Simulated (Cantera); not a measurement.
Equilibrium for silicon carbide growth: (CH₃)₂SiCl₂ + CH₄ + H₂

Input: 1 mol (CH₃)₂SiCl₂, 0.05 mol CH₄, 230 mol H₂, equilibrated at 44.0 mbar.

Equilibrium computed with Cantera from the NASA thermochemical tables; the gas is ideal and each condensed phase is pure. Candidate condensed phases: C, C₆H₆, C₇H₈, C₈H₁₈, Si, SiC; 109 gas species. The feed counts by its element totals alone. The tables' values for SiCl are old estimates; treat these amounts as uncertain. Gases not in the tables: Si₂H₆ and higher silanes. Rates play no part.

From 1475 K to 2175 K the condensed part is C(graphite) + SiC(s). At 2275 K the condensed part is SiC(s). At 2375 K nothing is condensed. The main Si-bearing gas is SiCl₂ at 1475 K and Si at 2375 K. The share of Si in condensed phases is highest at 1475 K (100.0 %) and lowest at 2375 K (0.0 %).

| T (K) | x H₂ | x H | x HCl | x C₂H₂ (acetylene) | x Si | x Cl | x SiC₂ | x SiH | n C(graphite) | n SiC(s) |
|---|---|---|---|---|---|---|---|---|---|---|
| 1475 | 0.991 | 6.16e-5 | 0.00854 | 6.61e-6 | 8.62e-10 | 4.30e-7 | 1.21e-12 | 6.42e-10 | 1.02 | 1.000 |
| 1575 | 0.991 | 0.000197 | 0.00854 | 2.09e-5 | 1.26e-8 | 1.35e-6 | 4.04e-11 | 6.27e-9 | 1.02 | 0.999 |
| 1675 | 0.991 | 0.000551 | 0.00853 | 5.75e-5 | 1.33e-7 | 3.70e-6 | 8.80e-10 | 4.65e-8 | 1.01 | 0.999 |
| 1775 | 0.990 | 0.00137 | 0.00852 | 0.000141 | 1.07e-6 | 9.08e-6 | 1.35e-8 | 2.74e-7 | 0.977 | 0.998 |
| 1875 | 0.988 | 0.00311 | 0.00850 | 0.000313 | 6.89e-6 | 2.02e-5 | 1.53e-7 | 1.33e-6 | 0.901 | 0.996 |
| 1975 | 0.984 | 0.00647 | 0.00845 | 0.000639 | 3.67e-5 | 4.15e-5 | 1.35e-6 | 5.50e-6 | 0.758 | 0.986 |
| 2075 | 0.978 | 0.0126 | 0.00838 | 0.00121 | 0.000166 | 7.94e-5 | 9.61e-6 | 1.97e-5 | 0.523 | 0.944 |
| 2175 | 0.966 | 0.0229 | 0.00825 | 0.00216 | 0.000651 | 0.000143 | 5.69e-5 | 6.24e-5 | 0.199 | 0.787 |
| 2275 | 0.946 | 0.0394 | 0.00804 | 0.00343 | 0.00232 | 0.000241 | 0.000279 | 0.000182 | 0 | 0.220 |
| 2375 | 0.920 | 0.0645 | 0.00779 | 0.00375 | 0.00320 | 0.000390 | 0.000372 | 0.000207 | 0 | 0 |
x: gas mole fraction; n: condensed amount in mol.
